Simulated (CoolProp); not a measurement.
Vapour-liquid equilibrium of benzene (1) + o-xylene (2) at 0.149 MPa; x and y are mole fractions of (1).

Values from CoolProp's multi-fluid Helmholtz-energy mixture model, Thol 2012 and Zhou 2012; pair parameters Bell 2016.

Question: Give the bubble temperature and the first vapour's composition at x = 0.35, 0.45, 0.95. Is there an azeotrope?

Answer: x = 0.35: 121.7 °C, y = 0.766; x = 0.45: 114.4 °C, y = 0.841; x = 0.95: 94.6 °C, y = 0.989. No azeotrope shows between x = 0.05 and 0.95.

The pair parameters rest on a limited set of measurements; away from them the model extrapolates. The gap from Raoult's law changes sign with composition, which may be real or a fault of the pair parameters; it wasn't checked against measurements.
